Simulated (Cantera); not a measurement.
Input (Python, Cantera) and output of one run.

```python
import numpy as np
import cantera as ct

gas_names = [...]  # 95 gases of nasa_gas.yaml made of C, F, H
cond_names = """
    C(gr) C6H6(L) C7H8(L) C8H18(L),n-octa
""".split()


# ... load() reads the species with a 1 bar reference pressure and builds the phases ...
atoms = {
    'CHF3': {'C': 1, 'H': 1, 'F': 3},
    'H2': {'H': 2},
}
top_T = {'C(gr)': 4500}  # K; cautious upper limits of use, not melting points


# ... equilibrate(T, P, feed) seeds the gas with the atoms and calls Mixture.equilibrate('TP', solver="vcs", rtol=1e-11, max_steps=5000) ...
results = []
T = 2898  # K
P = 1.5  # Pa
for m in [0.25, 0.41, 0.68, 1.1, 1.8, 2.9, 4.8]:
    feed = {'CHF3': 1, 'H2': m}  # mol
    mix = equilibrate(T, P, feed)
    results.append((T, P, feed, dict(zip(mix.species_names, mix.species_moles))))

top = {s: max(r[3][s] / sum(r[3][g] for g in gas_names) for r in results) for s in gas_names}
cols = sorted((s for s in top if top[s] > 1e-05), key=lambda s: -top[s])[:8]
seen = [c for c in cond_names if any(r[3].get(c, 0) > 1e-12 for r in results)]
print("log10 of partial pressures in bar; condensed amounts in mol")
print(f"{'n(H2)':>10s}" + "".join(f"{s[:9]:>10s}" for s in cols + seen))
for T, P, feed, n in results:
    ng = sum(n[g] for g in gas_names)
    print(f"{feed['H2']:10.4g}" + "".join(f"{np.log10(max(n[s] / ng * P / 1e5, 1e-99)):10.3f}" for s in cols)
          + "".join(f"{n.get(c, 0):10.4g}" for c in seen))
```

Result:

```
log10 of partial pressures in bar; condensed amounts in mol
     n(H2)         H         F         C        HF        C3        C2        CF        H2
      0.25    -5.411    -5.088    -5.675    -6.323    -6.826    -6.885    -7.064    -8.937
      0.41    -5.349    -5.117    -5.693    -6.289    -6.879    -6.919    -7.110    -8.813
      0.68    -5.271    -5.161    -5.721    -6.256    -6.963    -6.976    -7.182    -8.657
       1.1    -5.189    -5.223    -5.761    -6.235    -7.085    -7.057    -7.285    -8.493
       1.8    -5.105    -5.310    -5.823    -6.239    -7.268    -7.179    -7.433    -8.324
       2.9    -5.031    -5.420    -5.905    -6.275    -7.516    -7.344    -7.626    -8.176
       4.8    -4.966    -5.563    -6.020    -6.354    -7.861    -7.574    -7.884    -8.048
```

Method: chemical equilibrium by Gibbs-energy minimisation in Cantera with the NASA 1993 tables (ideal gas, pure condensed phases).
